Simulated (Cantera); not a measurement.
# Fe₂O₃ + HCl (oxide etching and cleaning by halides)

Charge: 1 mol Fe₂O₃, 44 mol HCl, held at 700 K and 17.0 Pa.

Equilibrium computed with Cantera from the NASA thermochemical tables; the gas is ideal and each condensed phase is pure. Candidate condensed phases: Fe, FeCl₂, FeCl₃, FeO, Fe(OH)₂, Fe(OH)₃, Fe₂O₃, Fe₃O₄, H₂O; 22 gas species. Condensed phases not in the tables: FeOCl. Equilibrium is a limit: real reactors are often held back by kinetics, nucleation or transport.

```
Item                                      Result
-------------------------------------  ---------
x(HCl)                                     0.994
x(H₂O)                                   0.00327
x(FeCl₃)                                 0.00199
x(FeCl₂)                                0.000186
x(Cl₂)                                   9.31e-5
x(Fe₂Cl₆)                                1.70e-6
n(Fe₂O₃(s))                            0.952 mol
gas amount                             43.96 mol
log10 activity of FeCl₂(s) (absent)        -1.69
log10 activity of Fe(α) (absent)          -12.72
log10 activity of Fe(OH)₂(s) (absent)     -13.23
```
